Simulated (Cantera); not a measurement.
An isothermal, constant-pressure homogeneous reactor starts with 10.1 % N₂O, 0.0505 % H₂, 89.9 % N₂, at 1475 K and 0.770 atm.

Cantera simulation using GRI-Mech 3.0 (53 species, 325 reactions); the numbers are that mechanism's predictions, not measurements. GRI-Mech 3.0 was tuned for natural gas; its chemistry of N2O as a main component is partial and can be far from experiment. The temperature is held fixed by assumption; the heat of reaction is taken as removed at once.

Q: Predict: x(N₂O) at 3.00 s; x(H₂) at 3.00 s; x(O₂) at 3.00 s; x(NO) at 3.00 s.

A: 
```
Item                                               Result
----------------  ---------------------------------------
x(N₂O) at 3.00 s  1.27e-7 (gas-phase equilibrium 3.41e-8)
x(H₂) at 3.00 s   3.72e-9 (gas-phase equilibrium 3.37e-9)
x(O₂) at 3.00 s     0.0391 (gas-phase equilibrium 0.0475)
x(NO) at 3.00 s   0.0173 (gas-phase equilibrium 0.000568)
```
